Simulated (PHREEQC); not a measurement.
A made-up water analysis in mg/L, 25 °C, pH 7.7, pe 8.7:

```json
[
 {"constituent": "Na", "mg/L": "43.4"},
 {"constituent": "K", "mg/L": "309"},
 {"constituent": "Ca", "mg/L": "55.1"},
 {"constituent": "Mg", "mg/L": "111"},
 {"constituent": "Cl", "mg/L": "402"},
 {"constituent": "S(6) as SO4", "mg/L": "10.9"},
 {"constituent": "Alkalinity as HCO3", "mg/L": "307"},
 {"constituent": "Br", "mg/L": "2.96"},
 {"constituent": "Pb", "mg/L": "6.76"}
]
```

Cl is adjusted to close the charge balance.
Valence states are taken as typed.

Computed with PHREEQC (ion-association model, phreeqc.dat).

Problem. The ionic strength comes out as 0.0272 mol/kgw. What activity coefficients do MgHCO3+, KSO4-, SO4-2, Na+, Mg+2 get?

Solution. MgHCO3+ 0.85, KSO4- 0.86, SO4-2 0.54, Na+ 0.86, Mg+2 0.56.

No solid was allowed to form. Saturation is exceeded, for instance for Cerussite, Pb(OH)2; the values hold only as long as no solid forms.
